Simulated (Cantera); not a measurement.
A closed system holds: 1 mol BN, 18 mol F2, 51 mol H2, at 1275 °C and 12.0 mbar.

Equilibrium computed with Cantera from the NASA thermochemical tables; the gas is ideal and each condensed phase is pure. Candidate condensed phases: B, BN; 31 gas species. The tables' values for BF2 are old estimates; treat these amounts as uncertain. The numbers say what is thermodynamically allowed, not how fast it happens.

Q: What is the equilibrium state?

A: 
| Property | Value |
|---|---|
| x(H2) | 0.500 |
| x(HF) | 0.478 |
| x(BF3) | 0.0145 |
| x(N2) | 0.00725 |
| x(H) | 0.000199 |
| x(BF2) | 2.01e-5 |
| x(BHF2) | 1.57e-5 |
| gas amount | 69.01 mol |
| log10 activity of B(s) (absent) | -7.13 |
